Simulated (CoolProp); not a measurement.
A single-stage vapour-compression cycle with isohexane: evaporating at 306.15 K (dew point), condensing at 375.15 K (bubble point), superheat 8 K, subcooling 5 K, compressor efficiency 0.65, no pressure losses. Each further row changes one setting.

Values from CoolProp's reference Helmholtz-energy equation of state, Lemmon 2006. It is a short technical equation, of lower accuracy than the large ones.

| case | cooling COP | pressure ratio | discharge temperature (K) | refrigerating effect (kJ/kg) | volumetric capacity (kJ/m³) |
|---|---|---|---|---|---|
| as stated | 2.05 | 8.33 | 375.1 | 200 | 262 |
| evaporating temperature 311.15 K | 2.33 | 6.88 | 375.1 | 208 | ? |
| condensing temperature 370.15 K | 2.31 | ? | 370.2 | 213 | 279 |
| subcooling 10 K | 2.19 | 8.33 | 375.1 | 213 | 279 |
| superheat 18 K | ? | 8.33 | 383.0 | 217 | 276 |
| compressor efficiency 0.55 | ? | 8.33 | 380.7 | 200 | 262 |

Q: Some entries are withheld; supply them.

A: 
- evaporating temperature 311.15 K, volumetric capacity (kJ/m³): 326
- condensing temperature 370.15 K, pressure ratio: 7.36
- superheat 18 K, cooling COP: 2.13
- compressor efficiency 0.55, cooling COP: 1.74

The compression ends wet for: as stated; evaporating temperature 311.15 K; condensing temperature 370.15 K; subcooling 10 K.
